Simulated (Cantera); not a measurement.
A diamond (100) surface in a fixed gas of H2 with x(CH4) = 0.0033, x(CH3) = 0.0004, at 1200 K, 4300 Pa; coverages are run to steady state.

Computed with Cantera and the Harris–Goodwin 1993 mechanism for the reconstructed diamond (100) surface.

One state of this run: growth (µm/h) = 10.7; θ c6HH = 0.436; θ c6H* = 0.0384; θ c6*H = 0.489; θ c6** = 0.0305; θ c6HM = 0.00309. θ: site fractions in the mechanism's names (c6HH fully hydrogenated, c6H* and c6*H radical sites, c6** diradical, c6HM methylated).

Which value of x(H) does it belong to?
(A) 0.004
(B) 0.018
(C) 0.037
(D) 0.00044

B, 0.018
